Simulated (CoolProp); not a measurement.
Vapour-liquid equilibrium of dimethyl ether (1) + ethanol (2) at 0.758 bar; x and y are mole fractions of (1).

Computed with CoolProp (multi-fluid Helmholtz-energy mixture model, Wu 2011 and Schroeder 2014; pair parameters Bell 2016).

Task: Give the bubble temperature and the first vapour's composition at x = 0.35, 0.425, 0.8. Is there an azeotrope?

Result: x = 0.35: 257.9 K, y = 0.995; x = 0.425: 254.5 K, y = 0.996; x = 0.8: 245.8 K, y = 0.999. No azeotrope shows between x = 0.05 and 0.95.

The pair parameters rest on a limited set of measurements; away from them the model extrapolates. With so large a gap from Raoult's law the liquid may split in two, which this calculation doesn't test in full.
